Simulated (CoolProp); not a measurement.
Computed with CoolProp (reference Helmholtz-energy equation of state, Zhou 2012).

Question: For o-xylene, give the phase and the density (kg/m³), isothermal compressibility (1/MPa), conductivity (mW/(m K)) at 620 K and 37400 kPa.

Answer: 
- 620 K and 37400 kPa: liquid; density 664, isothermal compressibility 0.00326, conductivity 94.3

Thermal conductivity comes from a separate model (Mylona 2014).
